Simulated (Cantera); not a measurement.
Charge: 1 mol Fe(CO)5, 0.13 mol O2, a varied amount of N2, held at 1348 K and 72.0 Pa.

Equilibrium computed with Cantera from the NASA thermochemical tables; the gas is ideal and each condensed phase is pure. Candidate condensed phases: C, Fe, Fe(CO)5, FeO, Fe2O3, Fe3O4; 27 gas species. Equilibrium is a limit: real reactors are often held back by kinetics, nucleation or transport.

### Question
At 6 mol N2, list the 3 most abundant gas species with their mole fractions, and the condensed phases.

### Answer
N2 0.545, CO 0.431, CO2 0.0236. Condensed: Fe(γ).
